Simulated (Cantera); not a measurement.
Feed: 1 mol SiCl4, 4.3 mol N2, equilibrated at 1052 °C and 0.00230 bar.

Cantera equilibrium calculation (NASA polynomials, part measured and part estimated; ideal gas, pure solids and liquids). Candidate condensed phases: Si, Si3N4; 13 gas species. The tables' values for SiCl3 are old estimates; treat these amounts as uncertain. Kinetics and transport are ignored.

Base state: N2 0.810, SiCl4 0.187, Cl 0.00155, SiCl3 0.00147, SiCl2 6.30e-5, Cl2 2.32e-5 (mole fractions); condensed: gas only.

### Question
What changes in the equilibrium state with this change: 0.97 mol O2 added?

### Answer
```csv
species,before,after
N2,0.810,0.635
Cl2,2.32e-5,0.212
Cl,0.00155,0.148
SiCl4,0.187,0.00443
SiCl2,6.30e-5,<1e-9
SiCl3,0.00147,3.65e-7
"SiO2(β-quartz), mol",0,0.970
```
The tables hold silica as quartz up to 1696 K and as liquid above; real silica turns to tridymite and cristobalite and melts near 1996 K. Further candidate phases: SiO2, Si2N2O.

### Question
What changes in the equilibrium state with this change: pressure from 0.00230 bar to 0.100 bar?

### Answer
```csv
species,before,after
N2,0.810,0.811
SiCl4,0.187,0.188
SiCl3,0.00147,0.000248
Cl,0.00155,0.000213
SiCl2,6.30e-5,1.78e-6
Cl2,2.32e-5,1.91e-5
```

### Question
What changes in the equilibrium state with this change: 0.0012 mol O2 added?

### Answer
| species | before | after |
|---|---|---|
| N2 | 0.810 | 0.810 |
| SiCl4 | 0.187 | 0.187 |
| Cl | 0.00155 | 0.00203 |
| SiCl3 | 0.00147 | 0.00113 |
| Cl2 | 2.32e-5 | 3.96e-5 |
| SiCl2 | 6.30e-5 | 3.70e-5 |
| SiO2(β-quartz), mol | 0 | 0.00120 |
The tables hold silica as quartz up to 1696 K and as liquid above; real silica turns to tridymite and cristobalite and melts near 1996 K. Further candidate phases: SiO2, Si2N2O.
